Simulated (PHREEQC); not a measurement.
**Metal-bearing waste water (model solution)**

Dissolve 0.017 mol ZnSO4 and 0.047 mol Na2CO3 per kg of water at 25 °C. Closed to the air; pH follows from the charge balance.

Equilibrium calculation in PHREEQC: ion-association model, wateq4f.dat.

Precipitation was switched off in this run.

Question: Estimate the pH, ionic strength.

Answer: pH 10.41; ionic strength 0.125 mol/kgw.

Question: In which forms is Zn present?

Answer: Zn(CO3)2-2 91 %, Zn(OH)2 7.2 %, Zn(OH)3- 0.8 %, ZnCO3 0.5 % of the Zn.

The solution is supersaturated, for example in Zn(OH)2-e, Zn(OH)2-a, so a real one may precipitate; this is no full list. The database's zinc carbonate complexes are estimates, stronger than later reviews accept.
